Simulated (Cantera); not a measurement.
Carbothermic reduction: Cu2O + C + CO + CH4

Charge: 1 mol Cu2O, 2.9 mol C, 2.3 mol CO, 1.6 mol CH4, at 1300 K and 133 Pa.

These are equilibrium values from Cantera (NASA tables, ideal gas, pure condensed phases), not measurements of a reactor. Candidate condensed phases: C, C6H6, C7H8, C8H18, Cu, CuO, Cu(OH)2, Cu2O, H2O; 113 gas species. The numbers say what is thermodynamically allowed, not how fast it happens.

| Property | Result |
|---|---|
| x(CO) | 0.508 |
| x(H2) | 0.492 |
| x(Cu) | 0.000118 |
| x(H) | 2.13e-5 |
| x(H2O) | 3.04e-6 |
| x(CH4) | 2.54e-6 |
| x(CO2) | 1.78e-6 |
| n(C(graphite)) | 3.50 mol |
| n(Cu(s)) | 2.00 mol |
| gas amount | 6.501 mol |
| log10 activity of Cu(OH)2(s) (absent) | -22.57 |
